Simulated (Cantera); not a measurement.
A closed system holds: 1 mol TiO2, 2.7 mol CO, 4.2 mol H2.

These are equilibrium values from Cantera (NASA tables, ideal gas, pure condensed phases), not measurements of a reactor. Candidate condensed phases: C, C6H6, C7H8, C8H18, H2O, Ti, TiC, TiO, TiO2, Ti2O3, Ti3O5, Ti4O7; 113 gas species. Mutual solubility and eutectic melting of coexisting phases are not modelled. Condensed phases not in the tables: Magnéli phases beyond Ti4O7. Kinetics and transport are ignored.

What condenses at these points (T in K, P in Pa): (1950, 56000); (1900, 3200); (1550, 42); (1350, 240000); (1850, 3200); (1750, 240000); (1750, 750)?


| T (K) | P in Pa | condensed phases | Ti condensed (%) |
|---|---|---|---|
| 1950 | 56000 | Ti3O5 | 100.0 |
| 1900 | 3200 | Ti3O5 | 100.0 |
| 1550 | 42 | TiO2 + Ti4O7 | 100.0 |
| 1350 | 240000 | TiO2 | 100.0 |
| 1850 | 3200 | Ti3O5 + Ti4O7 | 100.0 |
| 1750 | 240000 | Ti4O7 | 100.0 |
| 1750 | 750 | Ti4O7 | 100.0 |
